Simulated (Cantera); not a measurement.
Feed: 1 mol Si₃N₄, 0.032 mol H₂, at 2475 K and 730000 Pa.

Equilibrium computed with Cantera from the NASA thermochemical tables; the gas is ideal and each condensed phase is pure. Candidate condensed phases: Si, Si₃N₄; 18 gas species. The tables' values for SiN are old estimates; treat these amounts as uncertain. Gases not in the tables: Si₂H₆ and higher silanes. Rates play no part.

**Question.** What is the equilibrium state?

**Answer.** 
| Quantity | Result |
|---|---|
| x(N₂) | 0.983 |
| x(H₂) | 0.0152 |
| x(H) | 0.00103 |
| x(Si) | 0.000538 |
| x(SiN) | 0.000151 |
| x(Si₂N) | 0.000136 |
| x(SiH) | 4.92e-5 |
| x(SiH₂) | 1.42e-5 |
| x(Si₂) | 1.38e-5 |
| n(Si(l)) | 3.00 mol |
| gas amount | 2.035 mol |
